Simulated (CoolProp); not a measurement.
Isohexane along the isobar 225 kPa: density (kg/m³) from the reference equation and from simpler models built on Tc = 224.6 °C, pc = 3043 kPa, ω = 0.280; each cubic takes its own stable root.

Computed with CoolProp (reference Helmholtz-energy equation of state, Lemmon 2006). It is a short technical equation, of lower accuracy than the large ones.

```tsv
T (°C)	phase	reference
124.15	gas	6.234
134.15	gas	6.048
144.15	gas	5.875
154.15	gas	5.714
164.15	gas	5.562
174.15	gas	5.420
184.15	gas	5.285
194.15	gas	5.158
204.15	gas	5.038
214.15	gas	4.924
224.15	gas	4.815
234.15	gas	4.712
```

Question: How far does each simpler model (ideal gas, van der Waals, Peng-Robinson) lie from the reference over these 12 states: mean and median of the absolute difference, and the worst?

Answer: 
- ideal gas: mean 3.8 %, median 3.7 %, worst -5.8 % at 124.15 °C and 225 kPa
- van der Waals: mean 1.0 %, median 0.8 %, worst -2.1 % at 124.15 °C and 225 kPa
- Peng-Robinson: mean 0.2 %, median 0.2 %, worst +0.2 % at 224.15 °C and 225 kPa
